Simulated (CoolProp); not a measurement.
Computed with CoolProp (reference Helmholtz-energy equation of state, Lemmon 2006). It is a short technical equation, of lower accuracy than the large ones.

### Question
For C3F8 (R218), give the phase and the Z, conductivity (mW/(m K)) at -7.95 °C and 10.7 MPa; 72.75 °C and 10.7 MPa; 113.05 °C and 10.7 MPa.

### Answer
- -7.95 °C and 10.7 MPa: liquid; Z 0.586, conductivity 60.3
- 72.75 °C and 10.7 MPa: supercritical; Z 0.568, conductivity 44.4
- 113.05 °C and 10.7 MPa: supercritical; Z 0.607, conductivity 39.7

Thermal conductivity comes from a separate model (Huber 2003), an estimate that may be off by 10 % or more.
